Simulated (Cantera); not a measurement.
Cantera run:

```python
import numpy as np
import cantera as ct

gas_names = """
    H HO2 H2 H2O H2O2 Li LiH LiO LiOH Li2 Li2O Li2O2 Li2O2H2 O OH O2 O3
""".split()
cond_names = """
    H2O(s) H2O(L) Li(cr) Li(L) LiH(s) LiH(L) LiOH(s) LiOH(L) Li2O(s) Li2O(L)
""".split()


# ... load() reads the species with a 1 bar reference pressure and builds the phases ...
atoms = {
    'LiOH': {'Li': 1, 'O': 1, 'H': 1},
    'H2': {'H': 2},
    'O2': {'O': 2},
}
top_T = {}  # K; cautious upper limits of use, not melting points


# ... equilibrate(T, P, feed) seeds the gas with the atoms and calls Mixture.equilibrate('TP', solver="vcs", rtol=1e-11, max_steps=5000) ...
results = []
feed = {'LiOH': 1, 'H2': 0.036, 'O2': 12}  # mol
P = 820  # Pa
for T in [925, 1000, 1075, 1150, 1225, 1300, 1375, 1450, 1525, 1600, 1675, 1750, 1825, 1900]:
    mix = equilibrate(T, P, feed)
    results.append((T, P, feed, dict(zip(mix.species_names, mix.species_moles))))
    x = sorted(zip(gas.X, gas.species_names), reverse=True)
    print(f"T = {T:g} K  P = {P:g} Pa  gas = {mix.phase_moles(0):.4g} mol")
    print("   x: " + "  ".join(f"{s} {v:.3e}" for v, s in x if v > 1e-05))
    print("   condensed (mol): " + ("  ".join(f"{mix.phase(i).name} {mix.phase_moles(i):.4g}"
          for i in range(1, mix.n_phases) if mix.phase_moles(i) > 1e-12) or "none"))
```

It prints:

```
T = 925 K  P = 820 Pa  gas = 12.52 mol
   x: O2 9.572e-01  H2O 4.281e-02
   condensed (mol): Li2O(s) 0.4999
T = 1000 K  P = 820 Pa  gas = 12.52 mol
   x: O2 9.572e-01  H2O 4.279e-02  LiOH 4.931e-05
   condensed (mol): Li2O(s) 0.4997
T = 1075 K  P = 820 Pa  gas = 12.52 mol
   x: O2 9.571e-01  H2O 4.269e-02  LiOH 2.337e-04
   condensed (mol): Li2O(s) 0.4985
T = 1150 K  P = 820 Pa  gas = 12.52 mol
   x: O2 9.568e-01  H2O 4.236e-02  LiOH 8.774e-04
   condensed (mol): Li2O(s) 0.4945
T = 1225 K  P = 820 Pa  gas = 12.54 mol
   x: O2 9.559e-01  H2O 4.136e-02  LiOH 2.762e-03  OH 1.303e-05
   condensed (mol): Li2O(s) 0.4826
T = 1300 K  P = 820 Pa  gas = 12.56 mol
   x: O2 9.536e-01  H2O 3.892e-02  LiOH 7.429e-03  OH 3.177e-05  Li2O2H2 1.198e-05
   condensed (mol): Li2O(s) 0.4532
T = 1375 K  P = 820 Pa  gas = 12.63 mol
   x: O2 9.489e-01  H2O 3.385e-02  LiOH 1.710e-02  OH 6.729e-05  Li2O2H2 1.822e-05  Li2O 1.296e-05
   condensed (mol): Li2O(s) 0.3916
T = 1450 K  P = 820 Pa  gas = 12.73 mol
   x: O2 9.411e-01  LiOH 3.317e-02  H2O 2.544e-02  OH 1.216e-04  Li2O 8.166e-05  Li2O2H2 2.241e-05  O 2.152e-05
   condensed (mol): Li2O(s) 0.2874
T = 1525 K  P = 820 Pa  gas = 12.86 mol
   x: O2 9.313e-01  LiOH 5.273e-02  H2O 1.519e-02  Li2O 4.248e-04  OH 1.821e-04  O 6.036e-05  Li 3.564e-05  Li2O2 2.711e-05  LiO 2.622e-05  Li2O2H2 2.071e-05
   condensed (mol): Li2O(s) 0.1543
T = 1600 K  P = 820 Pa  gas = 12.99 mol
   x: O2 9.221e-01  LiOH 6.834e-02  H2O 6.955e-03  Li2O 1.875e-03  OH 2.245e-04  Li 1.841e-04  O 1.538e-04  LiO 1.015e-04  Li2O2 9.224e-05  Li2O2H2 1.399e-05
   condensed (mol): Li2O(s) 0.02842
T = 1675 K  P = 820 Pa  gas = 13.03 mol
   x: O2 9.196e-01  LiOH 7.024e-02  H2O 5.842e-03  Li2O 2.787e-03  Li 5.081e-04  O 3.618e-04  OH 3.557e-04  LiO 2.161e-04  Li2O2 1.086e-04
   condensed (mol): none
T = 1750 K  P = 820 Pa  gas = 13.04 mol
   x: O2 9.187e-01  LiOH 6.915e-02  H2O 6.231e-03  Li2O 2.948e-03  Li 1.102e-03  O 7.918e-04  OH 6.063e-04  LiO 3.701e-04  Li2O2 9.294e-05
   condensed (mol): none
T = 1825 K  P = 820 Pa  gas = 13.06 mol
   x: O2 9.171e-01  LiOH 6.764e-02  H2O 6.728e-03  Li2O 3.001e-03  Li 2.207e-03  O 1.625e-03  OH 9.975e-04  LiO 5.957e-04  Li2O2 7.789e-05  H 1.115e-05
   condensed (mol): none
T = 1900 K  P = 820 Pa  gas = 13.09 mol
   x: O2 9.144e-01  LiOH 6.549e-02  H2O 7.390e-03  Li 4.084e-03  O 3.150e-03  Li2O 2.907e-03  OH 1.596e-03  LiO 9.010e-04  Li2O2 6.309e-05  H 2.922e-05  H2 1.112e-05
   condensed (mol): none
```

These are equilibrium values from Cantera (NASA tables, ideal gas, pure condensed phases), not measurements of a reactor. Condensed phases not in the tables: the peroxide.
